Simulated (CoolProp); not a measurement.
A single-stage vapour-compression cycle with cyclopropane: evaporating at 326.15 K (dew point), condensing at 354.15 K (bubble point), superheat 0 K, subcooling 8 K, compressor efficiency 0.8, no pressure losses. Each further row changes one setting.

Values from CoolProp's reference Helmholtz-energy equation of state, Polt 1992. This equation is an older, rougher fit; its heat capacities, sound speeds and derivatives of the liquid may be far off and weren't checked against measurements.

```tsv
case	cooling COP	pressure ratio	discharge temperature (K)	refrigerating effect (kJ/kg)	volumetric capacity (kJ/m³)
as stated	8.16	1.79	363.1	304	8570
evaporating temperature 331.15 K	10.3	1.60	361.4	307	9720
condensing temperature 349.15 K	10.2	1.62	356.7	318	8950
subcooling 13 K	8.53	1.79	363.1	318	8960
superheat 10 K	8.14	1.79	372.4	324	8580
compressor efficiency 0.7	7.14	1.79	365.2	304	8570
```
